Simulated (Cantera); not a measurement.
Input: 1 mol Si3N4, 1.8 mol CO2, 9.3 mol N2, equilibrated at 1852 °C and 0.100 bar.

Equilibrium computed with Cantera from the NASA thermochemical tables; the gas is ideal and each condensed phase is pure. Candidate condensed phases: C, Si, SiC, SiO2, Si2N2O, Si3N4; 34 gas species. Mutual solubility and eutectic melting of coexisting phases are not modelled. The tables' values for SiN are old estimates; treat these amounts as uncertain. Equilibrium is a limit: real reactors are often held back by kinetics, nucleation or transport.

Base state: N2 0.757, SiO 0.152, CO 0.0892, Si 0.00174, Si2N 0.000110, SiN 9.39e-5, Si2C 7.80e-5, Si2 2.39e-5 (mole fractions); condensed: Si(l) + SiC(s).

Question: What changes in the equilibrium state with this change: CO2 from 1.8 to 0.018 mol?

Answer: 
```csv
species,before,after
N2,0.757,0.995
SiO,0.152,0.00200
Si,0.00174,0.00174
CO,0.0892,0.00117
SiN,9.39e-5,0.000108
Si2N,0.000110,0.000127
Si2C,7.80e-5,7.80e-5
Si2,2.39e-5,2.39e-5
"Si(l), mol",0.230,2.95
"SiC(s), mol",0.468,0.00377
```
